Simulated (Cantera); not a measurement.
A perfectly stirred reactor is fed with CH₄ : CO : O₂ : N₂ : H₂O = 1 : 0.037 : 1.12 : 4.22 : 0.15 (molar parts), at 0.430 bar; it is adiabatic with a 450 K inlet, and is followed from long to short residence time, starting on the burning branch (τ in s: 0.029, 0.013, 0.0056, 0.0025, 0.0011, 0.00047, 0.00021, 9.1e-05, 4e-05, 1.8e-05, 7.7e-06, 3.4e-06).

Cantera simulation using GRI-Mech 3.0 (53 species, 325 reactions); the numbers are that mechanism's predictions, not measurements.

What does this change do: pressure from 0.430 bar to 2.70 bar?


```tsv
quantity	before	after
blow-out, bracketed by the residence times tried	burning at 5.60 ms, out at 2.50 ms	burning at 2.50 ms, out at 1.10 ms
x(CH₄) at τ = 29.0 ms	0.00728	0.0113
x(CO) at τ = 29.0 ms	0.0868	0.0798
x(O₂) at τ = 29.0 ms	0.00194	0.00123
x(CH₃) at τ = 29.0 ms	0.000785	0.000321
x(N₂O) at τ = 29.0 ms	1.40e-9	1.36e-9
x(CH₄) at τ = 0.210 ms	0.153	0.153
x(CO) at τ = 0.210 ms	0.00567	0.00567
x(O₂) at τ = 0.210 ms	0.172	0.172
x(CH₃) at τ = 0.210 ms	<1e-12	<1e-12
x(N₂O) at τ = 0.210 ms	<1e-12	<1e-12
```

What does this change do: inlet temperature 450 to 773 K?


| quantity | before | after |
|---|---|---|
| blow-out, bracketed by the residence times tried | burning at 5.60 ms, out at 2.50 ms | burning at 1.10 ms, out at 0.470 ms |
| x(CH₄) at τ = 29.0 ms | 0.00728 | 0.00179 |
| x(CO) at τ = 29.0 ms | 0.0868 | 0.106 |
| x(O₂) at τ = 29.0 ms | 0.00194 | 0.000473 |
| x(CH₃) at τ = 29.0 ms | 0.000785 | 0.000487 |
| x(N₂O) at τ = 29.0 ms | 1.40e-9 | 3.07e-8 |
| x(CH₄) at τ = 0.210 ms | 0.153 | 0.153 |
| x(CO) at τ = 0.210 ms | 0.00567 | 0.00567 |
| x(O₂) at τ = 0.210 ms | 0.172 | 0.172 |
| x(CH₃) at τ = 0.210 ms | <1e-12 | <1e-12 |
| x(N₂O) at τ = 0.210 ms | <1e-12 | <1e-12 |
